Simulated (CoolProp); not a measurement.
Vapour-liquid equilibrium of benzene (1) + n-octane (2) at 11.1 bar; x and y are mole fractions of (1).

Values from CoolProp's multi-fluid Helmholtz-energy mixture model, Thol 2012 and Beckmüller 2019; pair parameters Bell 2016.

```csv
x,"bubble temperature, mixture model (°C)","bubble temperature, Raoult's law (°C)","y, mixture model","y, Raoult's law"
0.05,236.6,236.4,0.088,0.112
0.2,225.0,225.0,0.329,0.380
0.35,214.5,215.2,0.523,0.575
0.5,205.5,206.6,0.673,0.719
0.65,198.0,199.1,0.790,0.829
0.8,191.7,192.3,0.887,0.914
0.95,186.2,186.3,0.973,0.981
```

The largest gap from Raoult's law is -1.1 K in bubble temperature, at x = 0.5. No azeotrope shows between x = 0.05 and 0.95.

The pair parameters rest on a limited set of measurements; away from them the model extrapolates. The gap from Raoult's law changes sign with composition, which may be real or a fault of the pair parameters; it wasn't checked against measurements.
